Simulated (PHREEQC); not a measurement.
Polishing slurry liquid

Consider water at 25 °C with 0.18 mol NH3, 0.28 mol K2SO4 and 0.00015 mol H3BO3 per kg of water. Closed to the air; pH follows from the charge balance.

The numbers come from PHREEQC with the ion-association model, phreeqc.dat.

Each row changes one thing in this solution. This is a speciation only: nothing precipitates in the calculation.

| case | pH | ionic strength (mol/kgw) | NH4+ (mol/kgw) | H3BO3 (mol/kgw) |
|---|---|---|---|---|
| as made | 11.35 | 0.643 | 0.00284 | 7.47e-7 |
| K2SO4 replaced by KF at the same molality | ? | 0.283 | 0.00282 | 9.81e-7 |
| diluted 2-fold with water | 11.17 | 0.344 | ? | 5.96e-7 |
| diluted 100-fold with water | 10.23 | 0.00844 | 0.000185 | 1.28e-7 |
| K2SO4 from 0.28 to 0.056 mol/kgw | ? | 0.150 | 0.00237 | 9.91e-7 |
| NH3 from 0.18 to 0.036 mol/kgw | 10.98 | 0.641 | ? | 1.73e-6 |
| K2SO4 replaced by H2SO4 at the same molality | 0.88 | 0.383 | 0.160 | 0.000150 |
| K2SO4 left out | 11.23 | 0.00194 | 0.00194 | 1.45e-6 |

Q: What belongs in the gaps?

A: 
- K2SO4 replaced by KF at the same molality, pH: 11.26
- diluted 2-fold with water, NH4+ (mol/kgw): 0.00181
- K2SO4 from 0.28 to 0.056 mol/kgw, pH: 11.28
- NH3 from 0.18 to 0.036 mol/kgw, NH4+ (mol/kgw): 0.00129
